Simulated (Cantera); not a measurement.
An isothermal, constant-pressure homogeneous reactor starts with H₂ : O₂ = 0.044 : 1 (molar parts), at 1350 K and 0.0132 atm.

Model: GRI-Mech 3.0 (53 species, 325 reactions), integrated in Cantera. Radical loss at walls, strong at low pressure, is not modelled. The temperature is held fixed by assumption; the heat of reaction is taken as removed at once.

One state of this run: x H₂ = 0.000578; x O₂ = 0.924; x H = 0.00410; x H₂O₂ = 5.24e-8; x OH = 0.00436. x: mole fraction; the columns are a selection and need not sum to one.

### Question
Which value of t (s) does it belong to?
A) 0.000184
B) 0.00894
C) 0.435
D) 1.00e-5

### Answer
B, 0.00894
